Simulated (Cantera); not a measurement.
A closed system holds: 1 mol BN, 0.036 mol H2, at 3073 K and 21.0 Pa.

Equilibrium computed with Cantera from the NASA thermochemical tables; the gas is ideal and each condensed phase is pure. Candidate condensed phases: B, BN; 15 gas species. The numbers say what is thermodynamically allowed, not how fast it happens.

Base state: B 0.635, N2 0.317, H 0.0458, BN 0.000906, N 0.000857, B2 1.30e-5, H2 1.14e-5 (mole fractions); condensed: gas only.

### Question
What changes in the equilibrium state with this change: 0.01 mol HCl added?

### Answer
```json
[
 {"species": "B", "before": "0.635", "after": "0.627"},
 {"species": "N2", "before": "0.317", "after": "0.314"},
 {"species": "H", "before": "0.0458", "after": "0.0515"},
 {"species": "Cl", "before": "0", "after": "0.00538"},
 {"species": "BCl", "before": "0", "after": "0.000908"},
 {"species": "H2", "before": "1.14e-5", "after": "1.44e-5"}
]
```
The tables' values for BCl are old estimates; treat these amounts as uncertain. Further candidate phases: NH4Cl.
